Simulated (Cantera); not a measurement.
## Premixed flame

A freely propagating, adiabatic, planar premixed flame of 18.5 % H₂, 17.1 % O₂, 64.4 % N₂, unburnt at 598 K and 0.132 atm; multicomponent+Soret transport, grid criteria slope 0.08 and curve 0.16, no radiation.

Detailed kinetics in Cantera: the H2/O2 subset of GRI-Mech 3.0, which has no nitrogen chemistry. Burning velocities carry a grid error of a few per cent, more on coarse grids. Lean hydrogen flames are cellular in practice and burn faster than this planar one.

```csv
z (mm),T (K),u (m/s),x H₂,x O₂,x H,x OH,x H₂O₂,x O
-18.1,598,3.67,0.185,0.171,<1e-8,<1e-8,<1e-8,<1e-8
-12.1,598,3.67,0.185,0.171,<1e-8,<1e-8,<1e-8,<1e-8
-9.04,598,3.67,0.185,0.171,<1e-8,<1e-8,<1e-8,<1e-8
-6.03,598,3.67,0.185,0.171,4.82e-7,<1e-8,<1e-8,1.37e-8
-3.01,615,3.75,0.178,0.172,0.000362,5.02e-5,1.39e-6,1.55e-5
-1.51,746,4.47,0.150,0.169,0.00548,0.000345,1.14e-6,0.000339
0,1057,6.19,0.0695,0.136,0.0282,0.00243,9.94e-7,0.00593
1.51,1292,7.51,0.0195,0.0981,0.0358,0.00589,1.15e-6,0.0141
3.01,1408,8.15,0.0137,0.0908,0.0297,0.00757,8.55e-7,0.0153
6.03,1533,8.80,0.0122,0.0881,0.0210,0.00926,5.08e-7,0.0137
12.1,1657,9.44,0.0100,0.0864,0.0128,0.0104,2.67e-7,0.0108
24.1,1768,10.00,0.00711,0.0855,0.00651,0.0103,1.43e-7,0.00741
48.2,1854,10.4,0.00419,0.0855,0.00262,0.00890,8.24e-8,0.00426
```
x: mole fraction of selected species; z is measured from the peak of heat release.

| Item | Value |
|---|---|
| laminar burning velocity | 367 cm/s |
| thermal thickness | 6.03 mm |
| peak x(H) | 0.0365 |
| peak x(OH) | 0.0105 |
| peak x(H₂O₂) | 1.65e-6 |
| peak x(O) | 0.0153 |
